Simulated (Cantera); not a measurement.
Charge: 1 mol TiCl4, 0.19 mol H2O, at 1650 °C and 1.00 bar.

These are equilibrium values from Cantera (NASA tables, ideal gas, pure condensed phases), not measurements of a reactor. The tables' values for TiCl2 are old estimates; treat these amounts as uncertain. Rates play no part.

```
species              before    after
-----------------  --------  -------
TiCl4                 0.637    0.704
HCl                   0.284    0.296
TiCl3                0.0398  5.32e-5
Cl                   0.0327  1.30e-5
TiOCl2              0.00209  7.76e-9
TiCl2               1.89e-5    <1e-9
Cl2                 0.00361  2.23e-5
H2                  3.82e-5  2.25e-6
H2O                0.000124  4.12e-5
TiO2(rutile), mol    0.0935   0.0950
```
Gas species are given as mole fractions.

Task: What was changed between the two runs?
A. H2O from 0.19 to 0.79 mol
B. pressure from 1.00 bar to 0.00230 bar
C. H2O from 0.19 to 0.38 mol
D. temperature from 1650 °C to 877 °C

Result: D, temperature from 1650 °C to 877 °C. Condensed phases not in the tables: TiOCl
